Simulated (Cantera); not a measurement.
An adiabatic, constant-pressure homogeneous reactor starts with H2 : O2 : N2 : H2O = 1 : 0.357 : 1.04 : 0.62 (molar parts), at 1375 K and 6.12 atm. Integrator tolerance rtol = 1e-08.

Detailed kinetics in Cantera: GRI-Mech 3.0 (53 species, 325 reactions). The hydrogen kinetics of GRI-Mech 3.0 are dated; newer H2 mechanisms differ, most at raised pressure.

**Question.** What does this change do: initial temperature 1375 to 1648 K?

**Answer.** 
```json
[
 {"quantity": "time of steepest temperature rise", "before": "9.28 µs", "after": "1.76 µs"},
 {"quantity": "temperature at 0.500 s", "before": "2754 K", "after": "2886 K"},
 {"quantity": "equilibrium temperature", "before": "2754 K", "after": "2886 K"},
 {"quantity": "x(H2) at 0.500 s", "before": "0.111 (gas-phase equilibrium 0.111)", "after": "0.116 (gas-phase equilibrium 0.116)"},
 {"quantity": "x(O2) at 0.500 s", "before": "0.00101 (gas-phase equilibrium 0.00101)", "after": "0.00236 (gas-phase equilibrium 0.00236)"},
 {"quantity": "x(H2O) at 0.500 s", "before": "0.480 (gas-phase equilibrium 0.480)", "after": "0.463 (gas-phase equilibrium 0.463)"},
 {"quantity": "x(H2O2) at 0.500 s", "before": "4.40e-7 (gas-phase equilibrium 4.40e-7)", "after": "8.12e-7 (gas-phase equilibrium 8.12e-7)"},
 {"quantity": "x(NO2) at 0.500 s", "before": "2.02e-7 (gas-phase equilibrium 2.02e-7)", "after": "5.06e-7 (gas-phase equilibrium 5.06e-7)"}
]
```

**Question.** What does this change do: initial temperature 1375 to 1350 K?

**Answer.** 
```
quantity                                                            before                                      after
---------------------------------  ---------------------------------------  -----------------------------------------
time of steepest temperature rise                                  9.28 µs                                    13.5 µs
temperature at 0.500 s                                              2754 K                                     2741 K
equilibrium temperature                                             2754 K                                     2741 K
x(H2) at 0.500 s                       0.111 (gas-phase equilibrium 0.111)        0.111 (gas-phase equilibrium 0.111)
x(O2) at 0.500 s                   0.00101 (gas-phase equilibrium 0.00101)  0.000916 (gas-phase equilibrium 0.000916)
x(H2O) at 0.500 s                      0.480 (gas-phase equilibrium 0.480)        0.481 (gas-phase equilibrium 0.481)
x(H2O2) at 0.500 s                 4.40e-7 (gas-phase equilibrium 4.40e-7)    4.10e-7 (gas-phase equilibrium 4.10e-7)
x(NO2) at 0.500 s                  2.02e-7 (gas-phase equilibrium 2.02e-7)    1.82e-7 (gas-phase equilibrium 1.82e-7)
```
